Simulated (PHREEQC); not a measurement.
Solution (25 °C): 0.003 mol CaCl2, 0.17 mol Na2SO4 and 1.2e-06 mol H4SiO4 per kg of water. Closed to the air; pH follows from the charge balance.

Computed with PHREEQC (ion-association model, phreeqc.dat).

| quantity | before | after |
|---|---|---|
| pH | 7.25 | 7.11 |
| ionic strength (mol/kgw) | 0.428 | 0.0491 |
| Na+ (mol/kgw) | 0.298 | 0.0328 |
| SO4-2 (mol/kgw) | 0.126 | 0.0157 |
| NaSO4- (mol/kgw) | 0.0423 | 0.00119 |
| HSO4- (mol/kgw) | 2.07e-7 | 6.75e-8 |
| SI of Quartz (SiO2) | -1.89 | -2.94 |

**Question.** Which change was made?
A. Na2SO4 from 0.17 to 0.187 mol/kgw
B. CaCl2 left out
C. diluted 100-fold with water
D. diluted 10-fold with water
E. H4SiO4 from 1.2e-06 to 1.8e-06 mol/kgw

**Answer.** D, diluted 10-fold with water

No solid was allowed to form.
